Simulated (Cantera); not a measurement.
## Equilibrium for abatement and gas-phase synthesis: SO2 + H2O + H2

Input: 1 mol SO2, 0.12 mol H2O, a varied amount of H2, at 925 °C and 8.20 bar.

Cantera equilibrium calculation (NASA polynomials, part measured and part estimated; ideal gas, pure solids and liquids). Candidate condensed phases: H2O, H2SO4, S; 19 gas species. Gases not in the tables: S3 to S7. Equilibrium is a limit: real reactors are often held back by kinetics, nucleation or transport.

| n(H2) (mol) | x H2O | x H2 | x SO2 | x H2S | x S2 | x S2O | x SO | x SH |
|---|---|---|---|---|---|---|---|---|
| 0.53 | 0.400 | 0.00190 | 0.501 | 0.0300 | 0.0593 | 0.00777 | 0.000152 | 3.82e-5 |
| 0.82 | 0.495 | 0.00290 | 0.368 | 0.0514 | 0.0746 | 0.00791 | 0.000138 | 5.30e-5 |
| 1.3 | 0.599 | 0.00475 | 0.215 | 0.0898 | 0.0851 | 0.00667 | 0.000109 | 7.25e-5 |
| 2 | 0.676 | 0.00858 | 0.0796 | 0.154 | 0.0771 | 0.00377 | 6.49e-5 | 9.27e-5 |
| 3 | 0.664 | 0.0359 | 0.00192 | 0.283 | 0.0148 | 0.000170 | 6.68e-6 | 8.31e-5 |
| 4.7 | 0.440 | 0.353 | 6.51e-7 | 0.207 | 8.21e-5 | 6.36e-8 | 3.35e-8 | 1.94e-5 |
| 7.2 | 0.290 | 0.574 | 4.32e-8 | 0.137 | 1.35e-5 | 4.23e-9 | 5.50e-9 | 1.00e-5 |
x: gas mole fraction; nothing condenses.

From 0.53 mol H2 to 7.2 mol H2 nothing is condensed.
